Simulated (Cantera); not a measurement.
Cantera run:

```python
import numpy as np
import cantera as ct

gas_names = """
    Fe FeO Fe(OH)2 H HNO HNO2 HNO3 HO2 H2 H2O H2O2 N NH NH2 NH3 NH2OH NO NO2 NO3 N2 N2H2 N2H4 N2O O OH
    O2 O3
""".split()
cond_names = """
    Fe(a) Fe(c) Fe(d) Fe(L) FeO(s) FeO(L) Fe(OH)2(s) Fe(OH)3(s) Fe2O3(s) Fe3O4(s) H2O(s) H2O(L)
""".split()


# ... load() reads the species with a 1 bar reference pressure and builds the phases ...
atoms = {
    'Fe': {'Fe': 1},
    'H2O': {'H': 2, 'O': 1},
    'N2': {'N': 2},
}
top_T = {'Fe2O3(s)': 1830, 'Fe3O4(s)': 1870}  # K; cautious upper limits of use, not melting points


# ... equilibrate(T, P, feed) seeds the gas with the atoms and calls Mixture.equilibrate('TP', solver="vcs", rtol=1e-11, max_steps=5000) ...
results = []
feed = {'Fe': 1, 'H2O': 6.2, 'N2': 160}  # mol
T = 1873.15  # K
P = 133.322  # Pa
mix = equilibrate(T, P, feed)
results.append((T, P, feed, dict(zip(mix.species_names, mix.species_moles))))
x = sorted(zip(gas.X, gas.species_names), reverse=True)
print(f"T = {T:g} K  P = {P:g} Pa  gas = {mix.phase_moles(0):.4g} mol")
print("   x: " + "  ".join(f"{s} {v:.3e}" for v, s in x if v > 0.0001))
print("   condensed (mol): " + ("  ".join(f"{mix.phase(i).name} {mix.phase_moles(i):.4g}"
      for i in range(1, mix.n_phases) if mix.phase_moles(i) > 1e-12) or "none"))
```

Result:

```
T = 1873.15 K  P = 133.322 Pa  gas = 167.1 mol
   x: N2 9.573e-01  H2O 3.223e-02  H2 3.950e-03  Fe 3.349e-03  H 1.112e-03  OH 7.048e-04  O2 5.372e-04  FeO 3.934e-04  NO 2.942e-04  O 1.502e-04
   condensed (mol): FeO(L) 0.3735
```

Cantera equilibrium calculation (NASA polynomials, part measured and part estimated; ideal gas, pure solids and liquids). The tables' stoichiometric FeO is somewhat more stable than real wüstite, so its field is too wide. FeO: taken at fixed stoichiometry.
